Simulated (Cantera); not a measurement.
Input: 1 mol SiO2, 1.7 mol F2, 3.7 mol H2, held at 0.100 bar.

Method: chemical equilibrium by Gibbs-energy minimisation in Cantera with the NASA 1993 tables (ideal gas, pure condensed phases). Candidate condensed phases: H2O, Si, SiO2; 38 gas species. The tables' values for SiF3 are old estimates; treat these amounts as uncertain. The tables hold silica as quartz up to 1696 K and as liquid above; real silica turns to tridymite and cristobalite and melts near 1996 K. Rates play no part. All values below are at 1452 °C.

Base state: HF 0.521, H2 0.382, H2O 0.0648, SiF4 0.0318, SiF3 0.000520, H 0.000363, SiHF3 4.65e-5, SiO 2.79e-5 (mole fractions); condensed: SiO2(condensed).

Problem. What changes in the equilibrium state with this change: pressure from 0.100 bar to 0.640 bar?

Solution. 
```
species                 before     after
--------------------  --------  --------
HF                       0.521     0.459
H2                       0.382     0.389
H2O                     0.0648     0.101
SiF4                    0.0318    0.0503
SiO                    2.79e-5   2.84e-6
H                     0.000363  0.000145
SiHF3                  4.65e-5   8.49e-5
SiO2(condensed), mol     0.830     0.739
```
Gases not in the tables: Si(OH)4.
